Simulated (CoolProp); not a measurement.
Vapour-liquid equilibrium of R1234ze(E) (1) + R227EA (2) at 12.95 °C; x and y are mole fractions of (1).

Computed with CoolProp (multi-fluid Helmholtz-energy mixture model, Thol 2016 and Lemmon 2016; pair parameters Bell 2023).

Task: Give the bubble pressure and the first vapour's composition at x = 0.05, 0.35, 0.65. Is there an azeotrope?

Result: x = 0.05: 3.117 bar, y = 0.057; x = 0.35: 3.260 bar, y = 0.376; x = 0.65: 3.358 bar, y = 0.665. No azeotrope shows between x = 0.05 and 0.95.

The pair parameters rest on a limited set of measurements; away from them the model extrapolates.
